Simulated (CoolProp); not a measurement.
Values from CoolProp's reference Helmholtz-energy equation of state, Zhou 2016.

### Question
For R245ca, give the phase and the cp (kJ/(kg K)), cv (kJ/(kg K)) at 450 K and 0.72 bar; 450 K and 19.3 bar; 450 K and 43.9 bar.

### Answer
- 450 K and 0.72 bar: gas; cp 1.17, cv 1.10
- 450 K and 19.3 bar: gas; cp 1.32, cv 1.15
- 450 K and 43.9 bar: supercritical; cp 3.63, cv 1.25
